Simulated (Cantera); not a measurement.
## C₃H₆ + CO₂ + H₂ (carbon deposition, reforming and gasification)

Input: 1 mol C₃H₆, 0.51 mol CO₂, 3.2 mol H₂, at 10.0 mbar.

Equilibrium computed with Cantera from the NASA thermochemical tables; the gas is ideal and each condensed phase is pure. Candidate condensed phases: C, C₆H₆, C₇H₈, C₈H₁₈, H₂O; 110 gas species. Rates play no part.

From 948 K to 2048 K the condensed part is C(graphite). The main C-bearing gas is CO throughout.

```
T (K)   x H₂   x CO       x H     x CH₄     x H₂O  x C₂H₂ (acetylene)     x CO₂  n C(graphite)
-----  -----  -----  --------  --------  --------  ------------------  --------  -------------
948    0.857  0.140   4.86e-9   0.00126   0.00116            2.22e-10  0.000342           2.49
1048   0.858  0.141   7.16e-8  0.000430  0.000226             3.38e-9   4.41e-5           2.49
1148   0.859  0.141   6.64e-7  0.000175   5.83e-5             3.19e-8   8.12e-6           2.49
1248   0.859  0.141   4.33e-6   8.22e-5   1.87e-5             2.09e-7   1.97e-6           2.49
1348   0.859  0.141   2.14e-5   4.30e-5   7.08e-6             1.03e-6   5.95e-7           2.49
1448   0.859  0.141   8.54e-5   2.46e-5   3.07e-6             4.08e-6   2.13e-7           2.49
1548   0.858  0.141  0.000285   1.51e-5   1.49e-6             1.35e-5   8.79e-8           2.49
1648   0.858  0.141  0.000825   9.86e-6   7.89e-7             3.84e-5   4.05e-8           2.49
1748   0.857  0.141   0.00211   6.75e-6   4.50e-7             9.67e-5   2.05e-8           2.49
1848   0.854  0.141   0.00490   4.80e-6   2.72e-7            0.000220   1.12e-8           2.49
1948   0.849  0.141    0.0104   3.52e-6   1.73e-7            0.000457   6.52e-9           2.48
2048   0.839  0.140    0.0205   2.64e-6   1.14e-7            0.000879   4.00e-9           2.48
```
x: gas mole fraction; n: condensed amount in mol.
